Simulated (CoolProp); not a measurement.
Ethylbenzene along the isotherm 620 K: Z from the reference equation and from simpler models built on Tc = 617.1 K, pc = 3.622 MPa, ω = 0.304; each cubic takes its own stable root.

Model: reference Helmholtz-energy equation of state, Zhou 2012, in CoolProp.

```csv
p (MPa),phase,reference
0.0172,gas,0.9983
0.0259,gas,0.9975
0.0391,gas,0.9962
0.059,gas,0.9942
0.089,gas,0.9913
0.134,gas,0.9868
0.203,gas,0.9800
0.306,gas,0.9697
0.461,gas,0.9539
0.695,gas,0.9295
1.05,gas,0.8908
1.58,gas,0.8285
2.39,gas,0.7163
3.6,gas,0.4227
5.43,supercritical,0.2349
```

Q: How far does each simpler model (Soave-Redlich-Kwong, Peng-Robinson) lie from the reference over these 15 states: mean and median of the absolute difference, and the worst?

A: 
- Soave-Redlich-Kwong: mean 2.6 %, median 0.2 %, worst +24.7 % at 620 K and 5.43 MPa
- Peng-Robinson: mean 1.3 %, median 0.2 %, worst +12.6 % at 620 K and 5.43 MPa
